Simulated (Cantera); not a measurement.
A perfectly stirred reactor is fed with CH4 : H2O : H2 = 1 : 0.59 : 0.81 (molar parts), at 500000 Pa; it is held at 2025 K, and followed from long to short residence time.

Computed with Cantera and GRI-Mech 3.0 (53 species, 325 reactions). GRI-Mech 3.0 stops at C3 and has no aromatics, soot or wall deposition, so with more carbon than oxygen in the feed, carbon stays in small species such as C2H2 where larger ones or solid carbon would form.

Question: Predict: x(CH4) at τ = 2.10 s; x(H2O) at τ = 2.10 s; x(H2) at τ = 2.10 s; x(C2H6) at τ = 2.10 s; x(CH2) at τ = 2.10 s; x(CH4) at τ = 34.0 ms; x(H2O) at τ = 34.0 ms; x(H2) at τ = 34.0 ms; x(C2H6) at τ = 34.0 ms; x(CH2) at τ = 34.0 ms.

Answer: 
```json
{
 "x(CH4) at τ = 2.10 s": "0.0103",
 "x(H2O) at τ = 2.10 s": "0.00144",
 "x(H2) at τ = 2.10 s": "0.792",
 "x(C2H6) at τ = 2.10 s": "2.02e-6",
 "x(CH2) at τ = 2.10 s": "2.55e-7",
 "x(CH4) at τ = 34.0 ms": "0.0214",
 "x(H2O) at τ = 34.0 ms": "0.0448",
 "x(H2) at τ = 34.0 ms": "0.754",
 "x(C2H6) at τ = 34.0 ms": "6.96e-6",
 "x(CH2) at τ = 34.0 ms": "6.51e-7"
}
```
